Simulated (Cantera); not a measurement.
Mixture: CO : H₂ : CH₄ : O₂ : N₂ = 1 : 0.23 : 1.2 : 3.77 : 14.2 (molar parts), equivalence ratio 0.80, at 9750 Torr, adiabatic and at constant pressure. Ignition delay is the time to a rise of 400 K.

Cantera simulation using GRI-Mech 3.0 (53 species, 325 reactions); the numbers are that mechanism's predictions, not measurements. The pressure lies above the range GRI-Mech 3.0 was tuned for (to about 10 atm). Below about 1000 K GRI-Mech 3.0 lacks low-temperature oxidation paths. Below about 950 K walls govern HO2 and H2O2 in real vessels.

Question: What does this change do: pressure from 9750 Torr to 12000 Torr?

Answer: 
```json
[
 {"quantity": "delay at 948 K", "before": "42.8 ms", "after": "38.4 ms"},
 {"quantity": "delay at 1148 K", "before": "1.37 ms", "after": "1.20 ms"},
 {"quantity": "delay at 1348 K", "before": "0.211 ms", "after": "0.177 ms"},
 {"quantity": "delay at 1548 K", "before": "44.7 µs", "after": "37.9 µs"},
 {"quantity": "apparent activation energy between 1448 and 1648 K", "before": "140 kJ/mol", "after": "140 kJ/mol"}
]
```
